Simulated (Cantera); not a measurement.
Thermodynamics of chlorosilane synthesis and conversion, feed Si + Cl2 + H2

Feed: 1 mol Si, 1.1 mol Cl2, 5.9 mol H2, at 827 °C and 105 Torr.

Equilibrium computed with Cantera from the NASA thermochemical tables; the gas is ideal and each condensed phase is pure. Candidate condensed phases: Si; 19 gas species. The tables' values for SiCl3 are old estimates; treat these amounts as uncertain. The numbers say what is thermodynamically allowed, not how fast it happens.

- x(H2): 0.881
- x(SiCl4): 0.0560
- x(HCl): 0.0347
- x(SiHCl3): 0.0210
- x(SiCl3): 0.00334
- x(SiCl2): 0.00278
- x(SiH2Cl2): 0.000944
- x(SiH3Cl): 1.13e-5
- n(Si(s)): 0.455 mol
- gas amount: 6.483 mol
